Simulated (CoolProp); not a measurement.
Properties of R1234yf at several states (Tc = 367.8 K, pc = 33.84 bar, ω = 0.276).

The numbers come from the reference Helmholtz-energy equation of state, Lemmon 2022 in CoolProp.

```json
[
 {"T (K)": "408.2", "p (bar)": "154", "phase": "supercritical", "speed of sound (m/s)": "309.4", "isothermal compressibility (1/MPa)": "0.01754", "viscosity (µPa s)": "78.7"},
 {"T (K)": "355.6", "p (bar)": "50.1", "phase": "liquid", "speed of sound (m/s)": "262.7", "isothermal compressibility (1/MPa)": "0.02727", "viscosity (µPa s)": "80.8"},
 {"T (K)": "136.1", "p (bar)": "1.12", "phase": "liquid", "speed of sound (m/s)": "1205", "isothermal compressibility (1/MPa)": "0.0006729", "viscosity (µPa s)": "4520"},
 {"T (K)": "236.9", "p (bar)": "22.5", "phase": "liquid", "speed of sound (m/s)": "732.9", "isothermal compressibility (1/MPa)": "0.002107", "viscosity (µPa s)": "330"},
 {"T (K)": "327.2", "p (bar)": "18.7", "phase": "liquid", "speed of sound (m/s)": "325.1", "isothermal compressibility (1/MPa)": "0.01559", "viscosity (µPa s)": "102"},
 {"T (K)": "301.9", "p (bar)": "1.31", "phase": "gas", "speed of sound (m/s)": "151.3", "isothermal compressibility (1/MPa)": "7.854", "viscosity (µPa s)": "12.5"}
]
```

Viscosity comes from a separate model (Bell 2016), an estimate that may be off by 10 % or more.
